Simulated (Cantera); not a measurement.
A perfectly stirred reactor is fed with CH₄ : O₂ : N₂ : H₂ = 1 : 2.78 : 10.4 : 0.18 (molar parts), equivalence ratio 0.75, at 4.20 bar; it is adiabatic with a 725 K inlet, and is followed from long to short residence time, starting on the burning branch (τ in s: 0.19, 0.078, 0.032, 0.013, 0.0052, 0.0021, 0.00086, 0.00035, 0.00014, 5.8e-05).

Model: GRI-Mech 3.0 (53 species, 325 reactions), integrated in Cantera.

x: mole fraction; the columns are a selection and need not sum to one.

| τ (s) | T (K) | x CH₄ | x O₂ | x NO₂ | x N₂O | x C₂H₂ | x NO |
|---|---|---|---|---|---|---|---|
| 0.19 | 2242 | 3.99e-7 | 0.0460 | 4.95e-6 | 6.92e-7 | 2.85e-12 | 0.00428 |
| 0.078 | 2244 | 9.50e-7 | 0.0466 | 3.54e-6 | 7.03e-7 | 1.57e-11 | 0.00304 |
| 0.032 | 2246 | 2.24e-6 | 0.0472 | 2.15e-6 | 7.15e-7 | 8.37e-11 | 0.00182 |
| 0.013 | 2245 | 5.21e-6 | 0.0477 | 1.18e-6 | 7.41e-7 | 4.25e-10 | 0.000971 |
| 0.0052 | 2241 | 1.18e-5 | 0.0481 | 6.42e-7 | … | 1.90e-9 | 0.000504 |
| 0.0021 | 2230 | 2.48e-5 | 0.0486 | 3.87e-7 | … | 6.47e-9 | 0.000285 |
| 0.00086 | 2209 | 4.84e-5 | 0.0493 | 2.54e-7 | 1.02e-6 | 1.65e-8 | 0.000178 |
| 0.00035 | 2175 | 9.20e-5 | 0.0506 | 1.64e-7 | 1.05e-6 | 3.57e-8 | 0.000116 |
| 0.00014 | 2123 | 0.000181 | 0.0527 | 9.93e-8 | 9.71e-7 | 7.59e-8 | 7.56e-5 |
| 5.8e-5 | 2052 | 0.000375 | 0.0561 | 5.90e-8 | … | 1.78e-7 | 4.84e-5 |

Q: Fill in the missing entries.

A: 
- 0.0052, x N₂O: 8.01e-7
- 0.0021, x N₂O: 9.06e-7
- 5.8e-5, x N₂O: 8.34e-7
